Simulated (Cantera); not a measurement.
A closed system holds: 1 mol Cu2O, 3.9 mol CO, 1.1 mol N2, equilibrated at 1000 Pa.

Cantera equilibrium calculation (NASA polynomials, part measured and part estimated; ideal gas, pure solids and liquids). Candidate condensed phases: C, Cu, CuO, Cu2O; 27 gas species. Equilibrium is a limit: real reactors are often held back by kinetics, nucleation or transport.

Q: At 1925 °C, list the 6 most abundant gas species with their mole fractions, and the condensed phases.

A: CO 0.416, Cu 0.285, N2 0.157, CO2 0.141, O 0.000539, O2 0.000407. Condensed: gas only.
